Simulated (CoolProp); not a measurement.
A single-stage vapour-compression cycle with the fluid: evaporating at 200.15 K (dew point), condensing at 231.15 K (bubble point), superheat 2 K, subcooling 5 K, compressor efficiency 0.8, no pressure losses. The same conditions are run with several fluids, on thermodynamics alone (safety and materials aside).

Computed with CoolProp (reference Helmholtz-energy equation of state of each fluid (nitrous oxide: Lemmon 2006; R143a: Lemmon and Jacobsen 2000; ethane: Bücker 2006; propane: Lemmon 2009; carbonyl sulfide: Lemmon 2006; fluoroethane (R161): Wu 2012)).

```
fluid                cooling COP  pressure ratio  discharge temperature (K)  refrigerating effect (kJ/kg)  volumetric capacity (kJ/m³)
-------------------  -----------  --------------  -------------------------  ----------------------------  ---------------------------
nitrous oxide               4.47            3.71                      291.3                           312                         2010
R143a                       4.72            5.19                      261.3                           211                          268
ethane                      4.58            3.33                      266.1                           403                         1670
propane                     4.75            5.00                      264.6                           402                          217
carbonyl sulfide            4.58            4.75                      302.9                           294                          326
fluoroethane (R161)         4.67            5.80                      285.0                           413                          168
```
